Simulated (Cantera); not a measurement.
Feed: 1 mol Si, 2.9 mol N2O, 92 mol H2, held at 0.460 Pa.

Cantera equilibrium calculation (NASA polynomials, part measured and part estimated; ideal gas, pure solids and liquids). Candidate condensed phases: H2O, Si, SiO2, Si2N2O, Si3N4; 35 gas species. The tables hold silica as quartz up to 1696 K and as liquid above; real silica turns to tridymite and cristobalite and melts near 1996 K. Rates play no part.

x: gas mole fraction; n: condensed amount in mol.

| T (K) | x H2 | x H | x N2 | x H2O | x SiO | x O | x OH | n SiO2(β-quartz) |
|---|---|---|---|---|---|---|---|---|
| 975 | 0.960 | 5.23e-7 | 0.0306 | 0.00948 | 2.03e-12 | <1e-12 | 9.37e-12 | 1.00 |
| 1075 | 0.960 | 6.70e-6 | 0.0306 | 0.00948 | 1.14e-9 | <1e-12 | 2.51e-10 | 1.00 |
| 1175 | 0.960 | 5.60e-5 | 0.0306 | 0.00948 | 2.13e-7 | <1e-12 | 3.86e-9 | 1.000 |
| 1275 | 0.960 | 0.000337 | 0.0306 | 0.00950 | 1.72e-5 | 1.33e-11 | 3.88e-8 | 0.998 |
| 1375 | 0.957 | 0.00156 | 0.0305 | 0.0101 | 0.000674 | 4.49e-10 | 2.98e-7 | 0.936 |
| 1475 | 0.936 | 0.00585 | 0.0302 | 0.0184 | 0.00907 | 1.65e-8 | 3.02e-6 | 0.129 |
| 1575 | 0.921 | 0.0186 | 0.0300 | 0.0196 | 0.0103 | 2.44e-7 | 1.44e-5 | 0 |
| 1675 | 0.890 | 0.0511 | 0.0295 | 0.0192 | 0.0102 | 2.48e-6 | 5.34e-5 | 0 |
| 1775 | ? | ? | 0.0284 | 0.0184 | 0.00979 | ? | ? | 0 |
| 1875 | 0.693 | 0.254 | 0.0264 | 0.0167 | 0.00910 | 0.000133 | 0.000477 | 0 |
| 1975 | ? | ? | ? | ? | ? | ? | ? | 0 |
| 2075 | 0.291 | 0.669 | 0.0200 | 0.00766 | 0.00689 | 0.00333 | 0.00201 | 0 |

Problem. Complete the blanks.

Solution. 
- 1975, x H2: 0.501
- 1975, x H: 0.452
- 1975, x N2: 0.0234
- 1975, x H2O: 0.0134
- 1975, x SiO: 0.00806
- 1975, x O: 0.000761
- 1975, x OH: 0.00115
- 1775, x H2: 0.821
- 1775, x H: 0.122
- 1775, x O: 1.98e-5
- 1775, x OH: 0.000171
